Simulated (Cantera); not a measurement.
**FeS + H₂S + CO₂ (roasting and sulfation)**

Charge: 1 mol FeS, 1.4 mol H₂S, 0.043 mol CO₂, equilibrated at 1875 K and 68.0 mbar.

Equilibrium computed with Cantera from the NASA thermochemical tables; the gas is ideal and each condensed phase is pure. Candidate condensed phases: C, C₆H₆, C₇H₈, C₈H₁₈, Fe, Fe(CO)₅, FeO, Fe(OH)₂, Fe(OH)₃, FeS, FeSO₄, FeS₂, Fe₂O₃, Fe₂(SO₄)₃, Fe₃O₄, H₂O, H₂SO₄, S; 127 gas species. FeS: taken at fixed stoichiometry. Kinetics and transport are ignored.

| Item | Result |
|---|---|
| x(H₂) | 0.574 |
| x(S₂) | 0.290 |
| x(H₂S) | 0.0684 |
| x(SH) | 0.0217 |
| x(CO) | 0.0204 |
| x(H₂O) | 0.0198 |
| x(S) | 0.00274 |
| x(H) | 0.00190 |
| x(SO) | 0.000608 |
| n(FeS(l)) | 0.999 mol |
| gas amount | 2.078 mol |
| log10 activity of Fe(l) (absent) | -0.67 |
| log10 activity of S(l) (absent) | -2.36 |
| log10 activity of C(graphite) (absent) | -5.09 |
